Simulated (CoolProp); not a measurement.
Aqueous ethylene glycol as a coolant, 38 % by mass, freezing at -21.7 °C, 1 atm.

Model: Melinder's fits for secondary coolants, in CoolProp.

| T (°C) | Prandtl number | conductivity (W/(m K)) | viscosity (mPa s) | cp (kJ/(kg K)) |
|---|---|---|---|---|
| -19.7 | 116 | 0.401 | 13.7 | 3.397 |
| -10.5 | 72.9 | 0.408 | 8.67 | 3.436 |
| -1.3 | 48.2 | 0.416 | 5.77 | 3.475 |
| 7.9 | 33.4 | 0.423 | 4.03 | (withheld) |
| 17.1 | 24.2 | 0.431 | 2.93 | 3.549 |
| 26.4 | 18.1 | (withheld) | 2.21 | 3.584 |
| 35.6 | 14.1 | (withheld) | 1.73 | 3.618 |

Some entries are withheld; supply them.


- 7.9, cp (kJ/(kg K)): 3.512
- 26.4, conductivity (W/(m K)): 0.438
- 35.6, conductivity (W/(m K)): 0.445
